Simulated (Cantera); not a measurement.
Ammonia decomposition in nitride growth gas

An isothermal, constant-pressure homogeneous reactor starts with 5.26 % NH3, 94.7 % H2, at 1925 K and 0.160 bar.

Computed with Cantera and the gas-phase N/H chemistry of the illustrative SiF4/NH3 mechanism in the Surface Chemkin manual (1991). Walls and surfaces, which speed up NH3 decomposition in real reactors, are not modelled.

```tsv
t (s)	x NH3	x H2	x NH	x N2	x N2H4	x N2H2	x N
0.000600	0.0526	0.947	1.27e-8	4.20e-9	7.00e-12	1.48e-10	8.01e-11
0.00118	0.0526	0.947	4.89e-8	4.31e-8	2.69e-11	6.44e-10	6.06e-10
0.00231	0.0526	0.947	1.87e-7	4.26e-7	1.02e-10	3.00e-9	4.52e-9
0.00454	0.0526	0.947	6.87e-7	4.32e-6	3.77e-10	1.46e-8	3.19e-8
0.00891	0.0524	0.947	2.12e-6	4.21e-5	1.16e-9	6.08e-8	1.72e-7
0.0175	0.0519	0.947	3.71e-6	0.000266	2.01e-9	1.25e-7	4.01e-7
0.0343	0.0507	0.948	3.95e-6	0.000867	2.09e-9	1.34e-7	4.47e-7
0.0674	0.0482	0.949	3.89e-6	0.00203	1.96e-9	1.26e-7	4.48e-7
0.132	0.0438	0.951	3.77e-6	0.00413	1.73e-9	1.13e-7	4.49e-7
0.260	0.0363	0.955	3.55e-6	0.00769	1.34e-9	9.13e-8	4.50e-7
0.509	0.0253	0.961	3.15e-6	0.0130	8.28e-10	6.04e-8	4.52e-7
1.00	0.0125	0.967	2.49e-6	0.0190	3.22e-10	2.71e-8	4.52e-7
```
x: mole fraction; the columns are a selection and need not sum to one.

Equilibrium at this temperature and pressure: NH3 5.52e-7, H2 0.973, NH 3.53e-10, N2 0.0250, N2H4 <1e-12, N2H2 <1e-12, N 1.15e-10 (gas phase only).
